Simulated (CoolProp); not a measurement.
The numbers come from the reference Helmholtz-energy equation of state, Lemmon and Jacobsen 2000 in CoolProp.

Q: For R143a, give the phase and the Prandtl number at 286.3 K and 101 kPa; 311.6 K and 101 kPa; 331.9 K and 101 kPa.

A: 
- 286.3 K and 101 kPa: gas; Prandtl number 0.716
- 311.6 K and 101 kPa: gas; Prandtl number 0.698
- 331.9 K and 101 kPa: gas; Prandtl number 0.686

Viscosity comes from a separate model (Klein 1997), an estimate that may be off by 10 % or more. Thermal conductivity comes from a separate model (McLinden 2000), an estimate that may be off by 10 % or more.
